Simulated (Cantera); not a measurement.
## Thermodynamics of silicon epitaxy and polysilicon growth, feed SiHCl3 + H2 + HCl

Feed: 1 mol SiHCl3, 15 mol H2, 1.7 mol HCl, equilibrated at 0.133 bar.

Equilibrium computed with Cantera from the NASA thermochemical tables; the gas is ideal and each condensed phase is pure. Candidate condensed phases: Si; 19 gas species. The tables' values for SiCl3 are old estimates; treat these amounts as uncertain. Equilibrium is a limit: real reactors are often held back by kinetics, nucleation or transport.

```tsv
T (K)	x H2	x HCl	x SiCl4	x SiCl2	x SiHCl3	x SiCl3
923	0.900	0.0435	0.0525	3.38e-6	0.00387	6.64e-5
973	0.898	0.0455	0.0506	2.21e-5	0.00561	0.000197
1023	0.895	0.0481	0.0481	0.000114	0.00758	0.000510
1073	0.892	0.0516	0.0450	0.000472	0.00954	0.00115
1123	0.887	0.0566	0.0411	0.00157	0.0110	0.00228
1173	0.880	0.0640	0.0361	0.00414	0.0116	0.00389
1223	0.870	0.0742	0.0300	0.00873	0.0109	0.00573
1273	0.858	0.0868	0.0232	0.0152	0.00916	0.00734
1323	0.845	0.100	0.0164	0.0228	0.00703	0.00828
1373	0.833	0.113	0.0106	0.0303	0.00496	0.00834
1423	0.823	0.123	0.00629	0.0367	0.00327	0.00764
1473	0.816	0.130	0.00349	0.0417	0.00206	0.00652
```
x: gas mole fraction; nothing condenses.

From 923 K to 1473 K nothing is condensed. The main Si-bearing gas is SiCl4 at 923 K and SiCl2 at 1473 K.
